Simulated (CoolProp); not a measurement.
n-decane along the isobar 0.375 MPa: Z from the reference equation and from simpler models built on Tc = 344.5 °C, pc = 2.101 MPa, ω = 0.488; each cubic takes its own stable root.

The numbers come from the reference Helmholtz-energy equation of state, Lemmon 2006 in CoolProp. It is a short technical equation, of lower accuracy than the large ones.

| T (°C) | phase | reference | van der Waals | Redlich-Kwong | Peng-Robinson |
|---|---|---|---|---|---|
| 18.15 | liquid | 0.03009 | 0.05671 | 0.03818 | 0.03269 |
| 43.25 | liquid | 0.02846 | 0.05338 | 0.03602 | 0.03063 |
| 68.45 | liquid | 0.02711 | 0.05065 | 0.03428 | 0.02893 |
| 93.65 | liquid | 0.02600 | 0.04843 | 0.03290 | 0.02756 |
| 118.75 | liquid | 0.02509 | 0.04667 | 0.03183 | 0.02646 |
| 143.95 | liquid | 0.02437 | 0.04532 | 0.03106 | 0.02562 |
| 169.15 | liquid | 0.02382 | 0.8681 | 0.03059 | 0.02502 |
| 194.35 | liquid | 0.02345 | 0.8861 | 0.03045 | 0.02469 |
| 219.45 | liquid | 0.02328 | 0.9006 | 0.8721 | 0.02468 |
| 244.65 | gas | 0.8561 | 0.9126 | 0.8907 | 0.8661 |
| 269.85 | gas | 0.8841 | 0.9227 | 0.9058 | 0.8874 |
| 295.05 | gas | 0.9050 | 0.9312 | 0.9181 | 0.9046 |
| 320.15 | gas | 0.9211 | 0.9384 | 0.9283 | 0.9186 |

At some of these states van der Waals, Redlich-Kwong gives the other phase, because its saturation line lies elsewhere.
